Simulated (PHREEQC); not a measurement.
Solution (25 °C): 0.72 mmol/kgw NaHCO3, 0.13 mmol/kgw NaOH and 2.5 mmol/kgw KCl. Closed to the air; pH follows from the charge balance.

Model: ion-association model, phreeqc.dat, run in PHREEQC.

### Question
The ionic strength comes out as 0.00345 mol/kgw. What activity coefficients do Cl-, CO3-2, HCO3-, K+, NaCO3- get?

### Answer
Cl- 0.94, CO3-2 0.78, HCO3- 0.94, K+ 0.94, NaCO3- 0.94.

No solid was allowed to form.
